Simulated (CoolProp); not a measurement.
The numbers come from the reference Helmholtz-energy equation of state, Lemmon 2006 in CoolProp. It is a short technical equation, of lower accuracy than the large ones.

Task: Give the vapour pressure (MPa), liquid density (kg/m³), vapour density (kg/m³), liquid cp (kJ/(kg K)) of saturated carbon monoxide at 109.6 K.

Result: 
| T (K) | p (MPa) | liquid density (kg/m³) | vapour density (kg/m³) | liquid cp (kJ/(kg K)) |
|---|---|---|---|---|
| 109.6 | 1.04 | 650 | 40.7 | 2.54 |
